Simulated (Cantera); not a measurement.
A Cantera script and what it prints.

```python
import numpy as np
import cantera as ct

gas_names = """
    CL CLF CLF3 CL2 F F2 H HCL HF H2 H2F2 H3F3 H4F4 H5F5 H6F6 H7F7 Si SiCL SiCL2 SiCL3 SiCL4 SiF SiF2
    SiF3 SiF4 SiH SiHCL3 SiHF3 SiH2 SiH2CL2 SiH2F2 SiH3 SiH3CL SiH3F SiH4 Si2 Si3
""".split()
cond_names = """
    Si(cr) Si(L)
""".split()


# ... load() reads the species with a 1 bar reference pressure and builds the phases ...
atoms = {
    'Si': {'Si': 1},
    'F2': {'F': 2},
    'HCl': {'H': 1, 'CL': 1},
}
top_T = {}  # K; cautious upper limits of use, not melting points


# ... equilibrate(T, P, feed) seeds the gas with the atoms and calls Mixture.equilibrate('TP', solver="vcs", rtol=1e-11, max_steps=5000) ...
results = []
feed = {'Si': 1, 'F2': 1.4, 'HCl': 9.9}  # mol
T = 1498.15  # K
P = 10000  # Pa
mix = equilibrate(T, P, feed)
results.append((T, P, feed, dict(zip(mix.species_names, mix.species_moles))))
print(gas.report(threshold=1e-06))
for i in range(1, mix.n_phases):
    print(f"{mix.phase(i).name:16s} {mix.phase_moles(i):12.5e} mol")
```

Result:

```
       temperature   1498.2 K
          pressure   10000 Pa
           density   0.034353 kg/m^3
  mean mol. weight   42.791 kg/kmol
   phase of matter   gas

                          1 kg             1 kmol
                     ---------------   ---------------
          enthalpy       -3.7248e+06       -1.5939e+08  J
   internal energy       -4.0159e+06       -1.7184e+08  J
           entropy            6504.5        2.7833e+05  J/K
    Gibbs function       -1.3469e+07       -5.7637e+08  J
 heat capacity c_p            951.17             40702  J/K
 heat capacity c_v            756.87             32387  J/K

                      mass frac. Y      mole frac. X     chem. pot. / RT
                     ---------------   ---------------   ---------------
                CL        0.00013044        0.00015745           -23.385
                 H        2.9954e-07        1.2716e-05           -11.905
               HCL           0.71375           0.83773            -35.29
                HF         0.0050388          0.010777           -52.492
                H2         0.0025704          0.054558            -23.81
             SiCL2         0.0024063         0.0010402           -61.939
             SiCL3         0.0093428         0.0029738           -85.324
             SiCL4           0.10773          0.027135           -108.71
              SiF2        2.6312e-05        1.7038e-05           -96.345
              SiF3         0.0027453         0.0013808           -136.93
              SiF4           0.15537           0.06388           -177.52
            SiHCL3        0.00057554        0.00018183           -97.229
             SiHF3         0.0003151        0.00015662           -148.84
     [  +24 minor]        1.9736e-06        1.1164e-06

Si(cr)            0.00000e+00 mol
```

Method: chemical equilibrium by Gibbs-energy minimisation in Cantera with the NASA 1993 tables (ideal gas, pure condensed phases). The tables' values for SiCl3, SiF3, SiF2 are old estimates; treat these amounts as uncertain.
